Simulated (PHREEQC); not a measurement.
Dissolve 0.025 mol/kgw H3BO3, 0.21 mol/kgw NH4HCO3, 0.0014 mol/kgw NaOH and 0.00089 mol/kgw K2SiO3 at 25 °C. Closed to the air; pH follows from the charge balance.

Equilibrium calculation in PHREEQC: ion-association model, phreeqc.dat.

This is a speciation only: nothing precipitates in the calculation.

**Question.** Estimate the pH, density.

**Answer.** pH 7.83; density 1.005 g/cm³.

**Question.** In which forms is Na present?

**Answer.** Na+ 94 %, NaHCO3 5.7 %, NaCO3- 0.8 % of the Na.

Saturation is exceeded, for instance for Quartz (slow to form), Chalcedony (slow to form); the values hold only as long as no solid forms. Complexes and solids missing from the database can't appear. Carbamate, which ammonia and carbonate form, is missing from the database.
